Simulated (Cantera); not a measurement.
A Cantera script and what it prints.

```python
import numpy as np
import cantera as ct

gas_names = """
    C CN CO CO2 C2 CCN CNC C2N2 C2O C3 C3O2 C4 C4N2 C5 N NCO NO NO2 NO3 N2 N2O O O2 O3 Pb PbO Pb2
""".split()
cond_names = """
    C(gr) Pb(cr) Pb(L) PbO(rd) PbO(yw) PbO(L) PbO2(s) Pb3O4(s)
""".split()


def load(file, names, dense=False):
    # The tables refer to 1 bar. Condensed volumes are neglected.
    table = {s.name: s for s in ct.Species.list_from_file(file)}
    out = []
    for n in names:
        d = dict(table[n].input_data)
        d["thermo"] = dict(d["thermo"], **{"reference-pressure": 1e5})
        if dense:
            d["equation-of-state"] = {"model": "constant-volume", "density": "1e6 g/cm^3"}
        out.append(ct.Species.from_dict(d))
    return out


gas = ct.Solution(thermo="ideal-gas", species=load("nasa_gas.yaml", gas_names))
cond = {s.name: ct.Solution(thermo="fixed-stoichiometry", species=[s], name=s.name)
        for s in load("nasa_condensed.yaml", cond_names, dense=True)}
atoms = {
    'PbO': {'Pb': 1, 'O': 1},
    'CO': {'C': 1, 'O': 1},
    'N2': {'N': 2},
}
top_T = {'C(gr)': 4500, 'Pb3O4(s)': 820}  # K; cautious upper limits of use, not melting points


def equilibrate(T, P, feed):
    n = {}
    for name, mol in feed.items():
        for a, k in atoms[name].items():
            n[a] = n.get(a, 0.0) + k * mol
    gas.TPX = T, P, n
    mass = sum(n.values()) * gas.mean_molecular_weight
    gas.equilibrate("TP")
    valid = [c for c in cond.values() if c.min_temp <= T <= top_T.get(c.name, c.max_temp)]
    mix = ct.Mixture([(gas, mass / gas.mean_molecular_weight)] + [(c, 0.0) for c in valid])
    mix.T, mix.P = T, P
    mix.equilibrate("TP", solver="vcs", rtol=1e-11, max_steps=5000)
    return mix


results = []
feed = {'PbO': 1, 'CO': 1.6, 'N2': 5.8}  # mol
P = 2400  # Pa
for T in [1050, 1100, 1150, 1200, 1250, 1300, 1350, 1400, 1450, 1500, 1550, 1600]:
    mix = equilibrate(T, P, feed)
    results.append((T, P, feed, dict(zip(mix.species_names, mix.species_moles))))

top = {s: max(r[3][s] / sum(r[3][g] for g in gas_names) for r in results) for s in gas_names}
cols = sorted((s for s in top if top[s] > 0.0001), key=lambda s: -top[s])[:6]
seen = [c for c in cond_names if any(r[3].get(c, 0) > 1e-12 for r in results)]
print("log10 of partial pressures in bar; condensed amounts in mol")
print(f"{'T/K':>10s}" + "".join(f"{s[:9]:>10s}" for s in cols + seen))
for T, P, feed, n in results:
    ng = sum(n[g] for g in gas_names)
    print(f"{T:10.4g}" + "".join(f"{np.log10(max(n[s] / ng * P / 1e5, 1e-99)):10.3f}" for s in cols)
          + "".join(f"{n.get(c, 0):10.4g}" for c in seen))
```

It prints:

```
log10 of partial pressures in bar; condensed amounts in mol
       T/K        N2       CO2        Pb        CO       PbO     Pb(L)
      1050    -1.726    -2.490    -4.332    -2.712    -9.435    0.9856
      1100    -1.728    -2.491    -3.917    -2.713    -8.666    0.9625
      1150    -1.731    -2.494    -3.538    -2.716    -7.965    0.9096
      1200    -1.737    -2.501    -3.192    -2.723    -7.323    0.7962
      1250    -1.750    -2.514    -2.874    -2.736    -6.735    0.5632
      1300    -1.776    -2.539    -2.581    -2.761    -6.192   0.09108
      1350    -1.781    -2.544    -2.544    -2.766    -5.925         0
      1400    -1.781    -2.544    -2.544    -2.765    -5.712         0
      1450    -1.781    -2.545    -2.545    -2.765    -5.514         0
      1500    -1.781    -2.545    -2.545    -2.765    -5.329         0
      1550    -1.781    -2.545    -2.545    -2.764    -5.158         0
      1600    -1.781    -2.546    -2.546    -2.763    -4.998         0
```

Equilibrium computed with Cantera from the NASA thermochemical tables; the gas is ideal and each condensed phase is pure.
